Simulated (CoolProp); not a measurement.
Vapour-liquid equilibrium of toluene (1) + ethylbenzene (2) at 405.2 K; x and y are mole fractions of (1).

The numbers come from the multi-fluid Helmholtz-energy mixture model, Lemmon 2006 and Zhou 2012; pair parameters Bell 2016 in CoolProp.

### Question
Give the bubble pressure and the first vapour's composition at x = 0.05, 0.35, 0.65. Is there an azeotrope?

### Answer
x = 0.05: 0.09513 MPa, y = 0.093; x = 0.35: 0.1205 MPa, y = 0.500; x = 0.65: 0.1463 MPa, y = 0.778. No azeotrope shows between x = 0.05 and 0.95.

Pair parameters are fitted to limited data, so mixtures are less certain than the pure fluids.
